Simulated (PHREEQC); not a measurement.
A solution holds 0.0074 mol H2SO4, 0.0013 mol K2SO4 and 0.046 mol H3BO3 per kg of water, at 25 °C. Closed to the air; pH follows from the charge balance.

All values are PHREEQC results (Pitzer model, pitzer.dat), not measurements.

Q: The ionic strength comes out as 0.0195 mol/kgw. What activity coefficients do H+, SO4-2, K+, HSO4- get?

A: H+ 0.87, SO4-2 0.55, K+ 0.86, HSO4- 0.87. Single-ion values are on the MacInnes scale.

This is a speciation only: nothing precipitates in the calculation.
